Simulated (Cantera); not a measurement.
A diamond (100) surface in a fixed gas of H2 with x(CH4) = 0.018, x(H) = 0.00075, x(CH3) = 1.8e-05, at 1275 K; coverages are run to steady state.

Computed with Cantera and the Harris–Goodwin 1993 mechanism for the reconstructed diamond (100) surface.

θ: site fractions in the mechanism's names (c6HH fully hydrogenated, c6H* and c6*H radical sites, c6** diradical, c6HM methylated).

```json
[
 {"P (Pa)": "420", "growth (µm/h)": "0.00256", "θ c6HH": "0.446", "θ c6H*": "0.0436", "θ c6*H": "0.486", "θ c6**": "0.0244", "θ c6HM": "…"},
 {"P (Pa)": "810", "growth (µm/h)": "0.00683", "θ c6HH": "0.446", "θ c6H*": "0.0436", "θ c6*H": "0.486", "θ c6**": "0.0244", "θ c6HM": "…"},
 {"P (Pa)": "1600", "growth (µm/h)": "0.0172", "θ c6HH": "0.446", "θ c6H*": "0.0436", "θ c6*H": "0.486", "θ c6**": "0.0244", "θ c6HM": "…"},
 {"P (Pa)": "3000", "growth (µm/h)": "0.0382", "θ c6HH": "0.446", "θ c6H*": "0.0436", "θ c6*H": "0.486", "θ c6**": "0.0244", "θ c6HM": "…"},
 {"P (Pa)": "5700", "growth (µm/h)": "0.0851", "θ c6HH": "0.446", "θ c6H*": "0.0436", "θ c6*H": "0.486", "θ c6**": "0.0244", "θ c6HM": "…"},
 {"P (Pa)": "11000", "growth (µm/h)": "0.198", "θ c6HH": "0.446", "θ c6H*": "0.0436", "θ c6*H": "0.486", "θ c6**": "0.0244", "θ c6HM": "…"},
 {"P (Pa)": "21000", "growth (µm/h)": "0.483", "θ c6HH": "0.446", "θ c6H*": "0.0436", "θ c6*H": "0.485", "θ c6**": "0.0244", "θ c6HM": "…"},
 {"P (Pa)": "41000", "growth (µm/h)": "1.30", "θ c6HH": "0.446", "θ c6H*": "0.0436", "θ c6*H": "0.485", "θ c6**": "0.0244", "θ c6HM": "…"}
]
```

### Question
Complete the blanks.

### Answer

- 420, θ c6HM: 4.13e-6
- 810, θ c6HM: 8.42e-6
- 1600, θ c6HM: 1.74e-5
- 3000, θ c6HM: 3.36e-5
- 5700, θ c6HM: 6.45e-5
- 11000, θ c6HM: 0.000124
- 21000, θ c6HM: 0.000231
- 41000, θ c6HM: 0.000429
